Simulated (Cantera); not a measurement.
Mixture: H2 : O2 : N2 = 1 : 0.312 : 2.3 (molar parts), at 1.00 bar, adiabatic and at constant pressure. Ignition delay is the time to a rise of 400 K.

Computed with Cantera and the H2/O2 subset of GRI-Mech 3.0, which has no nitrogen chemistry. Where the delays flatten at high temperature, the 400 K rule measures the pace of heat release, not the induction time.

### Question
Predict: delay at 1125 K; delay at 1325 K; delay at 1525 K; delay at 1725 K; delay at 1925 K.

### Answer
```json
{
 "delay at 1125 K": "0.120 ms",
 "delay at 1325 K": "48.5 µs",
 "delay at 1525 K": "35.3 µs",
 "delay at 1725 K": "36.2 µs",
 "delay at 1925 K": "43.6 µs"
}
```
